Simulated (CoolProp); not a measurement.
Model: reference Helmholtz-energy equation of state, Schmidt 1985, in CoolProp. Above 300 K oxygen's equation is extrapolated.

Q: For oxygen, give the phase and the cv (kJ/(kg K)), speed of sound (m/s), Joule-Thomson coefficient (K/MPa), viscosity (µPa s) at 188.5 K and 0.848 MPa; 380 K and 0.848 MPa.

A: 
- 188.5 K and 0.848 MPa: gas; cv 0.659, speed of sound 258, Joule-Thomson coefficient 6.09, viscosity 14.2
- 380 K and 0.848 MPa: gas; cv 0.677, speed of sound 371, Joule-Thomson coefficient 1.58, viscosity 25.0

Viscosity comes from a separate model (Lemmon 2004).
